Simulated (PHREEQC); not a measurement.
Solution (30 °C): 0.012 mol/kgw HF, 0.0034 mol/kgw K3PO4 and 0.0017 mol/kgw Cu(NO3)2. Closed to the air; pH follows from the charge balance.

Computed with PHREEQC (ion-association model, wateq4f.dat).

No solid was allowed to form.

Task: Order these F species by the share of F that they hold, largest first: HF, F-, HF2-, H2F2, CuF+.

Result: F- (60 %), HF (36 %), HF2- (2.1 %), CuF+ (1.1 %), H2F2 (0.68 %)

The pH is 3.38 and the ionic strength 0.0155 mol/kgw. Complexes and solids missing from the database can't appear. H3PO4, which wateq4f.dat lacks, is added to it with the constant of phreeqc.dat. The database has no phosphate complexes of Cu.
